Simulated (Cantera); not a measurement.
Standard-state values (1 bar) from the NASA 1993 polynomials, evaluated with Cantera. Values are per mole of reaction as written; species without (g) are pure solids or liquids, kept so even where they would boil at 1 bar.

4 PbS + 2 SF4(g) = 3 S2(g) + 4 PbF2

```csv
T (K),ΔH° (kJ),ΔS° (J/K),ΔG° (kJ),log10 K,condensed phases
623,-383.3,211.0,-514.8,43.16,"PbS(s), PbF2(s)"
673,(withheld),(withheld),(withheld),(withheld),"PbS(s), PbF2(s)"
723,-360.5,245.0,-537.6,38.84,"PbS(s), PbF2(s)"
773,(withheld),(withheld),(withheld),(withheld),"PbS(s), PbF2(s)"
823,-343.4,267.3,-563.4,35.75,"PbS(s), PbF2(s)"
873,-339.1,272.3,-576.9,34.51,"PbS(s), PbF2(s)"
923,-336.8,274.9,-590.5,33.42,"PbS(s), PbF2(s)"
973,(withheld),(withheld),(withheld),(withheld),"PbS(s), PbF2(s)"
1023,-332.9,278.9,-618.2,31.57,"PbS(s), PbF2(s)"
1073,-333.6,278.3,-632.2,30.77,"PbS(s), PbF2(s)"
1123,-271.8,334.3,-647.2,30.10,"PbS(s), PbF2(l)"
```

Complete the blanks.


- 673, ΔH° (kJ): -372.3
- 673, ΔS° (J/K): 228.0
- 673, ΔG° (kJ): -525.8
- 673, log10 K: 40.81
- 773, ΔH° (kJ): -350.4
- 773, ΔS° (J/K): 258.4
- 773, ΔG° (kJ): -550.2
- 773, log10 K: 37.18
- 973, ΔH° (kJ): -334.9
- 973, ΔS° (J/K): 276.9
- 973, ΔG° (kJ): -604.3
- 973, log10 K: 32.44
